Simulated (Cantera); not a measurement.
Thermodynamics of chlorosilane synthesis and conversion, feed Si + Cl2 + H2

Input: 1 mol Si, 1.4 mol Cl2, 3.5 mol H2, held at 1.90 bar.

Cantera equilibrium calculation (NASA polynomials, part measured and part estimated; ideal gas, pure solids and liquids). Candidate condensed phases: Si; 19 gas species. The tables' values for SiCl3 are old estimates; treat these amounts as uncertain. Kinetics and transport are ignored.

| T (K) | log p H2 | log p SiCl4 | log p SiHCl3 | log p HCl | n Si(s) |
|---|---|---|---|---|---|
| 773 | 0.19 | -0.67 | -0.85 | -2.83 | 0.217 |
| 823 | 0.19 | -0.67 | -0.86 | -2.54 | 0.219 |
| 873 | 0.19 | -0.67 | -0.87 | -2.28 | 0.221 |
| 923 | 0.19 | -0.66 | -0.88 | -2.05 | 0.224 |
| 973 | 0.18 | -0.67 | -0.89 | -1.84 | 0.227 |
| 1023 | 0.18 | -0.67 | -0.90 | -1.66 | 0.232 |
| 1073 | 0.18 | -0.67 | -0.91 | -1.49 | 0.237 |
| 1123 | 0.18 | -0.68 | -0.92 | -1.35 | 0.243 |
log p: log10 of the partial pressure in bar; n: condensed amount in mol.

From 773 K to 1123 K the condensed part is Si(s). The main Si-bearing gas is SiCl4 throughout. The share of Si in condensed phases is highest at 1123 K (24.3 %) and lowest at 773 K (21.7 %).
